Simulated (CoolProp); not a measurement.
Vapour-liquid equilibrium of R22 (1) + n-hexane (2) at 9.25 °C; x and y are mole fractions of (1).

Model: multi-fluid Helmholtz-energy mixture model, Kamei 1995 and Thol 2019; pair parameters Bell 2016, in CoolProp.

```
x      bubble pressure (MPa)  y at the bubble point  dew pressure at overall composition x (MPa)  liquid density (mol/L)
-----  ---------------------  ---------------------  -------------------------------------------  ----------------------
0.05                 0.06014                  0.842                                      0.01023                   7.965
0.125                 0.1325                  0.931                                      0.01111                   8.285
0.2                   0.1989                  0.956                                      0.01215                   8.625
0.275                 0.2581                  0.967                                      0.01340                   8.988
0.35                  0.3101                  0.974                                      0.01494                   9.376
0.425                 0.3556                  0.979                                      0.01687                   9.792
0.5                   0.3960                  0.982                                      0.01939                   10.24
0.575                 0.4330                  0.985                                      0.02277                   10.72
0.65                  0.4684                  0.987                                      0.02760                   11.25
0.725                 0.5039                  0.990                                      0.03500                   11.82
0.8                   0.5416                  0.992                                      0.04784                   12.44
0.875                 0.5831                  0.995                                      0.07554                   13.13
0.95                  0.6303                  0.998                                       0.1782                   13.89
```

No azeotrope shows between x = 0.05 and 0.95.

The pair parameters rest on a limited set of measurements; away from them the model extrapolates. The gap from Raoult's law changes sign with composition, which may be real or a fault of the pair parameters; it wasn't checked against measurements.
